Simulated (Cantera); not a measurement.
Charge: 1 mol SiCl₄, 0.22 mol C₂H₂, 310 mol H₂, 1.2 mol CH₄, at 1850 K and 0.0110 bar.

These are equilibrium values from Cantera (NASA tables, ideal gas, pure condensed phases), not measurements of a reactor. Candidate condensed phases: C, C₆H₆, C₇H₈, C₈H₁₈, Si, SiC; 109 gas species. Kinetics and transport are ignored.

Base state: H₂ 0.982, HCl 0.0126, H 0.00509, C₂H₂ (acetylene) 0.000257, Cl 4.96e-5, Si 1.76e-5, SiCl₂ 1.41e-5 (mole fractions); condensed: C(graphite) + SiC(s).

**Question.** What changes in the equilibrium state with this change: SiCl₄ replaced by CH₃SiCl₃?

**Answer.** 
| species | before | after |
|---|---|---|
| H₂ | 0.982 | 0.985 |
| HCl | 0.0126 | 0.00943 |
| H | 0.00509 | 0.00510 |
| Cl | 4.96e-5 | 3.71e-5 |
| Si | 1.76e-5 | 1.76e-5 |
| SiCl₂ | 1.41e-5 | 7.84e-6 |
| C₂H₂ (acetylene) | 0.000257 | 0.000258 |
| C(graphite), mol | 0.487 | 1.48 |
| SiC(s), mol | 0.988 | 0.990 |
The feed counts by its element totals alone.
